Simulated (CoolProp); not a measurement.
Vapour-liquid equilibrium of dimethyl ether (1) + n-pentane (2) at 27.65 °C; x and y are mole fractions of (1).

Values from CoolProp's multi-fluid Helmholtz-energy mixture model, Wu 2011 and Thol 2019; pair parameters Bell 2016.

Q: Give the bubble pressure and the first vapour's composition at x = 0.05, 0.35, 0.95. Is there an azeotrope?

A: x = 0.05: 93.68 kPa, y = 0.232; x = 0.35: 297.0 kPa, y = 0.835; x = 0.95: 611.3 kPa, y = 0.987. No azeotrope shows between x = 0.05 and 0.95.

The pair parameters rest on a limited set of measurements; away from them the model extrapolates. The gap from Raoult's law changes sign with composition, which may be real or a fault of the pair parameters; it wasn't checked against measurements.
